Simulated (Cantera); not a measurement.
Input (Python, Cantera) and output of one run.

```python
import numpy as np
import cantera as ct

gas_names = [...]  # 136 gases of nasa_gas.yaml made of C, H, N, O
cond_names = """
    C(gr) C6H6(L) C7H8(L) C8H18(L),n-octa H2O(s) H2O(L)
""".split()


# ... load() reads the species with a 1 bar reference pressure and builds the phases ...
atoms = {
    'C2H5OH': {'C': 2, 'H': 6, 'O': 1},
    'NH3': {'N': 1, 'H': 3},
    'H2': {'H': 2},
}
top_T = {'C(gr)': 4500}  # K; cautious upper limits of use, not melting points


# ... equilibrate(T, P, feed) seeds the gas with the atoms and calls Mixture.equilibrate('TP', solver="vcs", rtol=1e-11, max_steps=5000) ...
results = []
feed = {'C2H5OH': 1, 'NH3': 0.023, 'H2': 8.4}  # mol
P = 3100000  # Pa
for T in [1773, 1823, 1873, 1923, 1973, 2023, 2073, 2123, 2173, 2223, 2273, 2323, 2373]:
    mix = equilibrate(T, P, feed)
    results.append((T, P, feed, dict(zip(mix.species_names, mix.species_moles))))

top = {s: max(r[3][s] / sum(r[3][g] for g in gas_names) for r in results) for s in gas_names}
cols = sorted((s for s in top if top[s] > 0.0001), key=lambda s: -top[s])[:6]
seen = [c for c in cond_names if any(r[3].get(c, 0) > 1e-12 for r in results)]
print("log10 of partial pressures in bar; condensed amounts in mol")
print(f"{'T/K':>10s}" + "".join(f"{s[:9]:>10s}" for s in cols + seen))
for T, P, feed, n in results:
    ng = sum(n[g] for g in gas_names)
    print(f"{T:10.4g}" + "".join(f"{np.log10(max(n[s] / ng * P / 1e5, 1e-99)):10.3f}" for s in cols)
          + "".join(f"{n.get(c, 0):10.4g}" for c in seen))
```

Output:

```
log10 of partial pressures in bar; condensed amounts in mol
       T/K        H2        CO       CH4 C2H2,acet         H       HCN     C(gr)
      1773     1.443     0.402    -0.187    -2.410    -2.824    -2.337    0.7461
      1823     1.445     0.401    -0.257    -2.230    -2.641    -2.235    0.7787
      1873     1.446     0.401    -0.322    -2.059    -2.467    -2.141    0.8043
      1923     1.447     0.400    -0.385    -1.898    -2.302    -2.054     0.824
      1973     1.448     0.400    -0.445    -1.745    -2.146    -1.972    0.8384
      2023     1.449     0.399    -0.501    -1.600    -1.997    -1.897    0.8481
      2073     1.449     0.399    -0.555    -1.463    -1.856    -1.828    0.8532
      2123     1.449     0.399    -0.607    -1.332    -1.721    -1.764    0.8539
      2173     1.449     0.399    -0.656    -1.207    -1.592    -1.706      0.85
      2223     1.449     0.398    -0.703    -1.088    -1.469    -1.654    0.8413
      2273     1.449     0.398    -0.748    -0.975    -1.351    -1.606    0.8275
      2323     1.448     0.398    -0.792    -0.867    -1.239    -1.564     0.808
      2373     1.448     0.398    -0.833    -0.763    -1.131    -1.527    0.7823
```

Cantera equilibrium calculation (NASA polynomials, part measured and part estimated; ideal gas, pure solids and liquids). The ideal-gas law is rough above about 30 bar.
